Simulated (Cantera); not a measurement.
Charge: 1 mol SiCl4, 14 mol N2, held at 1000 K and 101000 Pa.

These are equilibrium values from Cantera (NASA tables, ideal gas, pure condensed phases), not measurements of a reactor. Candidate condensed phases: Si, Si3N4; 13 gas species. Equilibrium is a limit: real reactors are often held back by kinetics, nucleation or transport.

Base state: N2 0.933, SiCl4 0.0667 (mole fractions); condensed: gas only.

Task: What changes in the equilibrium state with this change: 0.21 mol H2 added?

Result: 
```csv
species,before,after
N2,0.933,0.914
SiCl4,0.0667,0.0594
HCl,0,0.0247
H2,0,0.00142
SiHCl3,0,2.40e-5
SiCl3,1.93e-7,1.10e-5
"Si3N4(s), mol",0,0.0313
```
N2 is the only nitrogen source here; it is nearly inert below about 1500 K, so the nitride shown seldom forms there in practice. The tables' values for SiCl3 are old estimates; treat these amounts as uncertain. Further candidate phases: NH4Cl.
